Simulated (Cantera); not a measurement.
A closed system holds: 1 mol CaO, 0.2 mol O₂, 0.2 mol H₂O, held at 1675 °C and 750 Torr.

Equilibrium computed with Cantera from the NASA thermochemical tables; the gas is ideal and each condensed phase is pure. Candidate condensed phases: Ca, CaO, Ca(OH)₂, H₂O; 14 gas species. The numbers say what is thermodynamically allowed, not how fast it happens.

Base state: O₂ 0.498, H₂O 0.497, OH 0.00436, O 0.000313, H₂ 0.000136, Ca(OH)₂ 3.35e-5, H 1.32e-5 (mole fractions); condensed: CaO(s).

Question: What changes in the equilibrium state with this change: temperature from 1675 °C to 827 °C?

Answer: 
```json
[
 {"species": "H₂O", "before": "0.497", "after": "0.500"},
 {"species": "O₂", "before": "0.498", "after": "0.500"},
 {"species": "OH", "before": "0.00436", "after": "1.89e-6"},
 {"species": "Ca(OH)₂", "before": "3.35e-5", "after": "<1e-9"},
 {"species": "O", "before": "0.000313", "after": "1.76e-9"},
 {"species": "H₂", "before": "0.000136", "after": "<1e-9"},
 {"species": "CaO(s), mol", "before": "1.000", "after": "1.00"}
]
```
